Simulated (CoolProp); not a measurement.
Fluorine along the isotherm -157.55 °C: fugacity coefficient from the reference equation and from simpler models built on Tc = -128.7 °C, pc = 52.40 bar, ω = 0.045; each cubic takes its own stable root.

Computed with CoolProp (reference Helmholtz-energy equation of state, de Reuck 1990).

```
p (bar)   phase  reference
-------  ------  ---------
0.249       gas     0.9969
0.375       gas     0.9953
0.566       gas     0.9929
0.853       gas     0.9893
1.29        gas     0.9838
1.94        gas     0.9757
2.93        gas     0.9634
4.42        gas     0.9449
6.67        gas     0.9170
10.1        gas     0.8746
15.2     liquid     0.7077
22.9     liquid     0.4813
34.5     liquid     0.3312
52.1     liquid     0.2317
78.6     liquid     0.1666
```

Problem. How far does each simpler model (Redlich-Kwong, Soave-Redlich-Kwong, Peng-Robinson) lie from the reference over these 15 states: mean and median of the absolute difference, and the worst?

Solution. 
- Redlich-Kwong: mean 0.9 %, median 0.2 %, worst +2.8 % at -157.55 °C and 78.6 bar
- Soave-Redlich-Kwong: mean 0.7 %, median 0.2 %, worst +2.3 % at -157.55 °C and 78.6 bar
- Peng-Robinson: mean 0.3 %, median 0.1 %, worst -1.7 % at -157.55 °C and 78.6 bar
